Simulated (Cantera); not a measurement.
A closed system holds: 1 mol Al2O3, 2 mol Cl2, 0.98 mol N2, at 75.0 Torr.

Equilibrium computed with Cantera from the NASA thermochemical tables; the gas is ideal and each condensed phase is pure. Candidate condensed phases: Al, AlCl3, AlN, Al2O3; 24 gas species. The numbers say what is thermodynamically allowed, not how fast it happens.

Question: At 1148 K, list the 4 most abundant gas species with their mole fractions, and the condensed phases.

Answer: Cl2 0.665, N2 0.328, Cl 0.00691, AlCl3 0.000412. Condensed: Al2O3(s).
